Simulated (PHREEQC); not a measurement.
Dissolve 0.082 mol/kgw FeCl3, 0.0009 mol/kgw CuCl2, 0.22 mol/kgw HCl and 0.013 mol/kgw Na2SO4 at 20 °C. Closed to the air; pH follows from the charge balance.

All values are PHREEQC results (ion-association model, wateq4f.dat), not measurements.

Precipitation was switched off in this run.

Question: Estimate the pH, activity of water, ionic strength.

Answer: pH 0.79; activity of water 0.988; ionic strength 0.492 mol/kgw.

Question: In which forms is Fe present?

Answer: FeCl+2 51 %, FeCl2+ 20 %, Fe+3 19 %, FeHSO4+2 4.9 %, FeSO4+ 4.7 % of the Fe.

Saturation is exceeded, for instance for Hematite (slow to form), Goethite (slow to form); the values hold only as long as no solid forms. Complexes and solids missing from the database can't appear.
